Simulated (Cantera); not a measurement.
Charge: 1 mol BCl3, a varied amount of NH3, 170 mol H2, held at 2.00 mbar.

Method: chemical equilibrium by Gibbs-energy minimisation in Cantera with the NASA 1993 tables (ideal gas, pure condensed phases). Candidate condensed phases: B, BN, NH4Cl; 21 gas species. Mutual solubility and eutectic melting of coexisting phases are not modelled. The tables' values for BCl2 are old estimates. Kinetics and transport are ignored.

**Question.** What condenses at these points (T in K, n(NH3) in mol): (1873, 0.2); (823, 0.95); (1573, 0.2); (2173, 0.95); (1123, 0.51); (1873, 0.95); (2023, 0.11)?

**Answer.** 
| T (K) | n(NH3) in mol | condensed phases | B condensed (%) |
|---|---|---|---|
| 1873 | 0.2 | B | 45.8 |
| 823 | 0.95 | BN | 95.0 |
| 1573 | 0.2 | B + BN | 95.9 |
| 2173 | 0.95 | gas only | 0.0 |
| 1123 | 0.51 | B + BN | 99.6 |
| 1873 | 0.95 | B | 45.8 |
| 2023 | 0.11 | gas only | 0.0 |
